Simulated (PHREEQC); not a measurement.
A PHREEQC speciation (ion-association model, wateq4f.dat) at 69 °C gives pH 1.39 and these molalities:

| species | mol/kgw |
|---|---|
| BF4- | 0.139 |
| Cu+2 | 0.0672 |
| H+ | 0.0525 |
| HSO4- | 0.0284 |
| HF | 0.0273 |
| CuSO4 | 0.00766 |
| SO4-2 | 0.00694 |
| H3BO3 | 0.00566 |
| BF3OH- | 0.00434 |
| BF2(OH)2- | 0.000965 |
| H2F2 | 0.000373 |
| F- | 0.000305 |
| CuF+ | 0.000135 |
| HF2- | 3.88e-5 |
| BF(OH)3- | 1.15e-6 |

Problem. What are the element totals, and what could have been dissolved in 1 kg of water to give them?

Solution. This is not unique; one that fits is totals B 0.150, Cu(2) 0.0750, F 0.600, S(6) 0.0430 mol/kgw, from 0.075 mol Cu(BF4)2, 0.043 mol H2SO4 and 8.3e-05 mol H3BO3 per kg of water.

Precipitation was switched off in this run. Constants without temperature data keep their 25 °C values here. Real BF4- forms and hydrolyses slowly; the run takes it at equilibrium.
